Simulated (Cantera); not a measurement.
An adiabatic, constant-pressure homogeneous reactor starts with CH₄ : C₂H₆ : C₃H₈ : O₂ : N₂ = 1 : 0.29 : 0.034 : 1.59 : 11.8 (molar parts), equivalence ratio 2.0, at 1775 K and 23.0 bar.

Computed with Cantera and GRI-Mech 3.0 (53 species, 325 reactions). The pressure lies above the range GRI-Mech 3.0 was tuned for (to about 10 atm).

Predict: time of steepest temperature rise; temperature at 7.00 s; equilibrium temperature; x(CH₄) at 7.00 s; x(HCN) at 7.00 s; x(N₂O) at 7.00 s.


```
Quantity                                                            Result
---------------------------------  ---------------------------------------
time of steepest temperature rise                                  5.56 µs
temperature at 7.00 s                                               2494 K
equilibrium temperature                                             2494 K
x(CH₄) at 7.00 s                   2.13e-9 (gas-phase equilibrium 2.37e-9)
x(HCN) at 7.00 s                   1.52e-6 (gas-phase equilibrium 1.52e-6)
x(N₂O) at 7.00 s                   1.13e-8 (gas-phase equilibrium 1.13e-8)
```
